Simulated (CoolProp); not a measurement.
The fluid at 298.15 K and 1.28 MPa flows at 0.055 m/s in a round tube of 20 mm bore and 15 µm roughness, fully developed (64/Re and Nu = 3.66 if laminar; Colebrook and Gnielinski if turbulent). The same conditions are run with several fluids, on thermodynamics alone (safety and materials aside).

The numbers come from the reference Helmholtz-energy equation of state of each fluid (ethane: Bücker 2006; oxygen: Schmidt 1985; carbon dioxide: Span 1996; methane: Setzmann 1991) in CoolProp.

| fluid | Reynolds number | Darcy friction factor | pressure drop (Pa/m) | heat-transfer coefficient (W/(m² K)) | mass flow (kg/h) |
|---|---|---|---|---|---|
| ethane | 1960 | 0.0326 | 0.0427 | 4.08 | 1.08 |
| oxygen | 881 | 0.0727 | 0.0915 | 4.92 | 1.04 |
| carbon dioxide | 1780 | 0.0360 | 0.0663 | 3.19 | 1.51 |
| methane | 820 | 0.0781 | 0.0500 | 6.39 | 0.527 |

Transport values come from each fluid's own correlations.
